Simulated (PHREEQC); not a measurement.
Cooling-tower water: speciation

Synthetic water in mg/kgw, 25 °C, pH 6.82, pe 10.7: Na 437; K 31.1; Ca 515; Mg 64.9; Cl 735; S(6) as SO4 1420; Alkalinity as HCO3 89.2; Zn 3.97; Sr 10.3; Cu(2) 10.1; B 6.56; N(5) as NO3 0.828.

Valence states are taken as typed.

All values are PHREEQC results (ion-association model, wateq4f.dat), not measurements.

Precipitation was switched off in this run.

Problem. Estimate the ionic strength, charge-balance error.

Solution. ionic strength 0.0635 mol/kgw; charge-balance error -0.3 %.

Problem. In which forms is Zn present?

Solution. Zn+2 62 %, ZnSO4 28 %, ZnHCO3+ 4.3 %, Zn(SO4)2-2 2.3 %, ZnCO3 1.7 %, ZnCl+ 1.6 % of the Zn.

The solution is supersaturated, for example in Malachite, Atacamite, so a real one may precipitate; this is no full list. The database's constant for dissolved Cu(OH)2 is higher than later reviews accept.
